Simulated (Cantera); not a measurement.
Charge: 1 mol TiO₂, 29 mol HCl, held at 10.5 Torr.

Equilibrium computed with Cantera from the NASA thermochemical tables; the gas is ideal and each condensed phase is pure. Candidate condensed phases: H₂O, Ti, TiCl₂, TiCl₃, TiCl₄, TiO, TiO₂, Ti₂O₃, Ti₃O₅, Ti₄O₇; 23 gas species. Kinetics and transport are ignored. All values below are at 1648 K.

Base state: HCl 0.982, Cl 0.00890, H₂ 0.00424, H₂O 0.00323, TiCl₄ 0.00111, TiCl₃ 0.000489, Cl₂ 5.29e-5, H 4.90e-5 (mole fractions); condensed: TiO₂(rutile).

What changes in the equilibrium state with this change: TiO₂ replaced by MgO?


```
species              before    after
-----------------  --------  -------
HCl                   0.982    0.919
MgCl₂                     0   0.0343
H₂O                 0.00323   0.0343
TiCl₄               0.00111        0
TiCl₃              0.000489        0
TiOCl₂              3.36e-5        0
OH                  1.68e-6  1.79e-5
Cl₂                 5.29e-5  4.66e-5
Cl                  0.00890  0.00836
TiO₂(rutile), mol     0.952        0
```
Further candidate phases: Mg, MgCl₂, MgO, Mg(OH)₂.
